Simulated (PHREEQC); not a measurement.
Consider water at 80 °C with 0.028 mol/kgw HF, 0.045 mol/kgw NH4F and 0.00039 mol/kgw H2SO4. Closed to the air; pH follows from the charge balance.

All values are PHREEQC results (ion-association model, phreeqc.dat), not measurements.

```
Quantity                   Value
----------------  --------------
pH                          3.76
ionic strength    0.0454 mol/kgw
total alkalinity    -28.8 meq/kg
```

```csv
species,molality,activity,log γ
NH4+,0.0449,0.0354,-0.103
F-,0.0402,0.0322,-0.097
HF,0.0244,0.0246,0.005
HF2-,0.00420,0.00339,-0.093
SO4-2,0.000304,0.000133,-0.360
H+,0.000204,0.000172,-0.074
NH4SO4-,7.49e-5,6.06e-5,-0.093
HSO4-,1.13e-5,9.11e-6,-0.093
NH3,3.01e-6,3.04e-6,0.005
OH-,1.87e-9,1.49e-9,-0.097
```

No solid was allowed to form. Complexes and solids missing from the database can't appear. Constants without temperature data keep their 25 °C values here.
